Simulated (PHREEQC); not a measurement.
1 kg of water holding 0.024 mol/kgw NaOH, 0.28 mol/kgw Na2SO4 and 0.021 mol/kgw NaCl is evaporated at 15 °C; the solids stay in contact with the brine. The system is closed to CO2. The run lets Halite, Mirabilite, Thenardite precipitate or redissolve, and no other solid.

Base run: PHREEQC, Pitzer model, pitzer.dat. Each further column changes one thing. The table gives water activity.

| H2O removed (mol) | base | temperature from 15 to 50 °C | temperature from 15 to 5 °C |
|---|---|---|---|
| 0 | 0.988 | 0.988 | 0.988 |
| 24.69 | 0.979 | 0.979 | 0.982 |
| 34.69 | 0.971 | 0.969 | 0.982 |
| 43.95 | 0.963 | 0.946 | 0.979 |
| 49.09 | 0.955 | 0.902 | 0.969 |
| 51.94 | 0.875 | 0.877 | 0.883 |
| 53.1 | 0.715 | 0.871 | 0.625 |
| 54.17 | 0.715 | 0.856 | 0.625 |
| 54.76 | 0.715 | 0.823 | 0.625 |
| 55.01 | 0.715 | 0.778 | 0.625 |
| 55.23 | 0.631 | 0.639 | 0.625 |

 At this temperature some constants are extrapolated from 25 °C, and those without enthalpy data are left unchanged.
